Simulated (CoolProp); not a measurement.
1,2-dichloroethane along the isobar 20.3 bar: Z from the reference equation and from simpler models built on Tc = 561.6 K, pc = 52.26 bar, ω = 0.269; each cubic takes its own stable root.

Values from CoolProp's reference Helmholtz-energy equation of state, Thol 2015.

```
T (K)   phase  reference  Soave-Redlich-Kwong  Peng-Robinson
-----  ------  ---------  -------------------  -------------
245.1  liquid    0.07461              0.08661        0.07717
273.4  liquid        [?]              0.07949        0.07072
301.8  liquid    0.06445              0.07397        0.06571
330.1  liquid    0.06096              0.06973        0.06185
358.4  liquid    0.05826              0.06655        0.05893
386.7  liquid    0.05626              0.06431        0.05686
415    liquid    0.05491              0.06300        0.05563
443.4  liquid        [?]              0.06276        0.05536
471.7  liquid    0.05438              0.06400        0.05641
500       gas     0.7540               0.7639            [?]
```

Task: Some entries are withheld; supply them.

Result: 
- 273.4, reference: 0.06892
- 443.4, reference: 0.05423
- 500, Peng-Robinson: 0.7480
